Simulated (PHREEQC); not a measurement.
H3PO4 is added in steps, without added water, to 1 kg of water holding 0.064 mol NaOH and 0.00044 mol CO2, at 62 °C. O2 is buffered at 0.21 atm. The system is closed to CO2. Only these solids could form: Nahcolite, Natron.

Base run: PHREEQC, ion-association model, wateq4f.dat. Each further column changes one thing. The table gives HCO3- (mol/kgw).

```
H3PO4 added (mol)      base  database phreeqc.dat  Debye-Hückel limiting law  Davies equation for every ion  metal-ligand complexes left out
-----------------  --------  --------------------  -------------------------  -----------------------------  -------------------------------
0                   1.83e-6               1.88e-6                    1.90e-6                        1.78e-6                          6.46e-6
0.012               3.47e-6               3.61e-6                    3.76e-6                        3.38e-6                          1.14e-5
0.028               2.49e-5               2.68e-5                    3.19e-5                        2.45e-5                          7.21e-5
0.04               0.000367              0.000368                   0.000355                       0.000367                         0.000376
0.052              0.000236              0.000236                   0.000214                       0.000236                         0.000244
0.068               8.59e-7               8.59e-7                    8.69e-7                        8.65e-7                          8.60e-7
0.08                2.20e-7               2.20e-7                    2.24e-7                        2.22e-7                          2.20e-7
0.092               1.28e-7               1.28e-7                    1.30e-7                        1.29e-7                          1.28e-7
0.108               8.31e-8               8.30e-8                    8.50e-8                        8.38e-8                          8.31e-8
0.12                6.62e-8               6.62e-8                    6.80e-8                        6.68e-8                          6.62e-8
0.132               5.52e-8               5.52e-8                    5.69e-8                        5.58e-8                          5.52e-8
0.148               4.55e-8               4.55e-8                    4.70e-8                        4.60e-8                          4.55e-8
0.16                4.03e-8               4.03e-8                    4.18e-8                        4.08e-8                          4.03e-8
```

H3PO4, which wateq4f.dat lacks, is added to it with the constant of phreeqc.dat. Away from 25 °C the constants follow the database's enthalpies or fits; those with neither stay at their 25 °C values. phreeqc.dat and wateq4f.dat share most of their constants, so their agreement is no independent check.
